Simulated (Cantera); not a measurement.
## Thermodynamics of silicon nitride deposition, feed SiH4 + NH3

A closed system holds: 1 mol SiH4, 19 mol NH3, at 7.50e-5 bar.

Equilibrium computed with Cantera from the NASA thermochemical tables; the gas is ideal and each condensed phase is pure. Candidate condensed phases: Si, Si3N4; 18 gas species. The tables' values for SiN are old estimates; treat these amounts as uncertain. Equilibrium is a limit: real reactors are often held back by kinetics, nucleation or transport.

From 850 °C to 1150 °C the condensed part is Si3N4(s). From 1200 °C to 1400 °C the condensed part is Si(s).

```tsv
T (°C)	x H2	x N2	x H	x Si	x SiH	n Si3N4(s)	n Si(s)
850	0.775	0.225	4.33e-6	2.22e-12	<1e-12	0.333	0
900	0.775	0.225	1.20e-5	5.29e-11	7.23e-12	0.333	0
950	0.775	0.225	3.06e-5	9.72e-10	9.62e-11	0.333	0
1000	0.775	0.225	7.25e-5	1.42e-8	1.04e-9	0.333	0
1050	0.775	0.225	0.000161	1.68e-7	9.40e-9	0.333	0
1100	0.775	0.225	0.000339	1.66e-6	7.21e-8	0.333	0
1150	0.775	0.225	0.000675	1.40e-5	4.78e-7	0.333	0
1200	0.761	0.237	0.00127	7.30e-5	1.98e-6	0	0.997
1250	0.760	0.237	0.00233	0.000240	5.30e-6	0	0.990
1300	0.758	0.237	0.00409	0.000733	1.33e-5	0	0.969
1350	0.755	0.236	0.00693	0.00209	3.15e-5	0	0.913
1400	0.748	0.235	0.0114	0.00557	7.05e-5	0	0.766
```
x: gas mole fraction; n: condensed amount in mol.
